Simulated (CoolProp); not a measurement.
Saturation properties of oxygen (Tc = 154.6 K, pc = 50.46 bar, ω = 0.022).

The numbers come from the reference Helmholtz-energy equation of state, Schmidt 1985 in CoolProp.

```tsv
T (K)	p (bar)	vapour density (kg/m³)	surface tension (mN/m)	liquid conductivity (mW/(m K))
79	0.2625	1.294	16.0	167
83.2	0.4566	2.150	14.9	161
87.3	0.7411	3.353	13.9	155
91.4	1.148	5.010	12.8	…
95.6	1.724	7.285	11.8	143
99.7	2.477	10.18	10.8	137
103.8	3.452	13.87	9.83	131
108	4.722	18.63	8.84	125
112.1	6.263	…	7.90	…
116.2	8.143	31.42	6.97	113
120.4	10.46	40.22	6.05	107
124.5	13.15	50.69	…	101
128.6	16.30	63.41	4.32	94.7
132.8	20.05	79.39	3.48	88.6
136.9	…	98.77	2.70	82.7
```

Problem. Complete the blanks.

Solution. 
- 91.4, liquid conductivity (mW/(m K)): 149
- 112.1, vapour density (kg/m³): 24.37
- 112.1, liquid conductivity (mW/(m K)): 119
- 124.5, surface tension (mN/m): 5.17
- 136.9, p (bar): 24.28

It boils at 90.2 K under 1 atm.

Thermal conductivity comes from a separate model (Lemmon 2004). Surface tension comes from a separate correlation (Mulero 2012).
